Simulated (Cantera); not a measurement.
What does this Cantera script print?

```python
import numpy as np
import cantera as ct

gas_names = """
    C CH CH2 CH3 CH2OH CH3O CH4 CH3OH CO CO2 COOH C2 C2H CHCO,ketyl C2H2,acetylene C2H2,vinylidene
    CH2CO,ketene C2H3,vinyl CH3CO,acetyl C2H4 C2H4O,ethylen CH3CHO,ethanal CH3COOH (HCOOH)2 C2H5 C2H6
    CH3OCH3 C2H5OH C2O C3 C3H3,propargyl C3H4,allene C3H4,propyne C3H4,cyclo- C3H5,allyl C3H6,propylene
    C3H6,cyclo- C3H6O C3H7,n-propyl C3H7,i-propyl C3H8 C3H8O,1propanol C3H8O,2propanol C3O2 C4 C4H2
    C4H4,1,3-cyclo- C4H6,butadiene C4H6,2-butyne C4H6,cyclo- C4H8,1-butene C4H8,cis2-buten
    C4H8,tr2-butene C4H8,isobutene C4H8,cyclo- (CH3COOH)2 C4H9,n-butyl C4H9,i-butyl C4H9,s-butyl
    C4H9,t-butyl C4H10,isobutane C4H10,n-butane C5 C5H6,1,3cyclo- C5H8,cyclo- C5H10,1-pentene
    C5H10,cyclo- C5H11,pentyl C5H11,t-pentyl C5H12,n-pentane C5H12,i-pentane CH3C(CH3)2CH3 C6H2
    C6H5,phenyl C6H5O,phenoxy C6H6 C6H5OH,phenol C6H10,cyclo- C6H12,1-hexene C6H12,cyclo- C6H13,n-hexyl
    C7H7,benzyl C7H8 C7H8O,cresol C7H14,1-heptene C7H15,n-heptyl C7H16,n-heptane C8H8,styrene
    C8H10,ethylbenz C8H16,1-octene C8H17,n-octyl C8H18,isooctane C8H18,n-octane C9H19,n-nonyl
    C10H8,naphthale C10H21,n-decyl C12H9,o-bipheny C12H10,bipheny H HCO HO2 H2 HCHO,formaldehy HCOOH H2O
    H2O2 O OH O2 O3 Ta TaO TaO2
""".split()
cond_names = """
    C(gr) C6H6(L) C7H8(L) C8H18(L),n-octa H2O(s) H2O(L) Ta(cr) Ta(L) TaC(s) TaC(L) Ta2O5(s) Ta2O5(L)
""".split()


def load(file, names, dense=False):
    # The tables refer to 1 bar. Condensed volumes are neglected.
    table = {s.name: s for s in ct.Species.list_from_file(file)}
    out = []
    for n in names:
        d = dict(table[n].input_data)
        d["thermo"] = dict(d["thermo"], **{"reference-pressure": 1e5})
        if dense:
            d["equation-of-state"] = {"model": "constant-volume", "density": "1e6 g/cm^3"}
        out.append(ct.Species.from_dict(d))
    return out


gas = ct.Solution(thermo="ideal-gas", species=load("nasa_gas.yaml", gas_names))
cond = {s.name: ct.Solution(thermo="fixed-stoichiometry", species=[s], name=s.name)
        for s in load("nasa_condensed.yaml", cond_names, dense=True)}
atoms = {
    'Ta2O5': {'Ta': 2, 'O': 5},
    'CH4': {'C': 1, 'H': 4},
    'CO': {'C': 1, 'O': 1},
}
top_T = {'C(gr)': 4500}  # K; cautious upper limits of use, not melting points


def equilibrate(T, P, feed):
    n = {}
    for name, mol in feed.items():
        for a, k in atoms[name].items():
            n[a] = n.get(a, 0.0) + k * mol
    gas.TPX = T, P, n
    mass = sum(n.values()) * gas.mean_molecular_weight
    gas.equilibrate("TP")
    valid = [c for c in cond.values() if c.min_temp <= T <= top_T.get(c.name, c.max_temp)]
    mix = ct.Mixture([(gas, mass / gas.mean_molecular_weight)] + [(c, 0.0) for c in valid])
    mix.T, mix.P = T, P
    mix.equilibrate("TP", solver="vcs", rtol=1e-11, max_steps=5000)
    return mix


results = []
feed = {'Ta2O5': 1, 'CH4': 1.1, 'CO': 0.56}  # mol
T = 1423  # K
P = 130000  # Pa
mix = equilibrate(T, P, feed)
results.append((T, P, feed, dict(zip(mix.species_names, mix.species_moles))))
print(gas.report(threshold=1e-05))
for i in range(1, mix.n_phases):
    print(f"{mix.phase(i).name:16s} {mix.phase_moles(i):12.5e} mol")
```

Output:

```
       temperature   1423 K
          pressure   1.3e+05 Pa
           density   0.13103 kg/m^3
  mean mol. weight   11.925 kg/kmol
   phase of matter   gas

                          1 kg             1 kmol
                     ---------------   ---------------
          enthalpy       -6.6444e+05       -7.9236e+06  J
   internal energy       -1.6566e+06       -1.9755e+07  J
           entropy             17383         2.073e+05  J/K
    Gibbs function       -2.5401e+07       -3.0292e+08  J
 heat capacity c_p            2785.2             33214  J/K
 heat capacity c_v              2088             24900  J/K

                      mass frac. Y      mole frac. X     chem. pot. / RT
                     ---------------   ---------------   ---------------
               CH4        0.00099719        0.00074125           -40.368
                CO           0.88854            0.3783           -36.653
               CO2         0.0023848        0.00064623           -70.277
                H2           0.10446           0.61792            -18.67
               H2O         0.0036137         0.0023922           -52.294
     [ +108 minor]        2.0193e-06        5.3353e-06

C(gr)             0.00000e+00 mol
Ta(cr)            0.00000e+00 mol
TaC(s)            3.16607e-01 mol
Ta2O5(s)          8.41697e-01 mol
```

Equilibrium computed with Cantera from the NASA thermochemical tables; the gas is ideal and each condensed phase is pure. Mutual solubility and eutectic melting of coexisting phases are not modelled. TaC: taken at fixed stoichiometry. Condensed phases not in the tables: Ta2C.
